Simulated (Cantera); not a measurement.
Charge: 1 mol H2S, 6.7 mol H2, held at 2525 K and 24.0 mbar.

Cantera equilibrium calculation (NASA polynomials, part measured and part estimated; ideal gas, pure solids and liquids). Candidate condensed phases: S; 7 gas species. The numbers say what is thermodynamically allowed, not how fast it happens.

Base state: H2 0.753, H 0.157, S 0.0445, SH 0.0221, S2 0.0201, H2S 0.00315 (mole fractions); condensed: gas only.

Question: What changes in the equilibrium state with this change: H2S replaced by H2O?

Answer: 
| species | before | after |
|---|---|---|
| H2 | 0.753 | 0.726 |
| H | 0.157 | 0.154 |
| H2O | 0 | 0.113 |
| S | 0.0445 | 0 |
| SH | 0.0221 | 0 |
| S2 | 0.0201 | 0 |
| OH | 0 | 0.00514 |
| H2S | 0.00315 | 0 |
| O | 0 | 0.000715 |
| O2 | 0 | 4.57e-5 |
Further candidate phases: H2O.
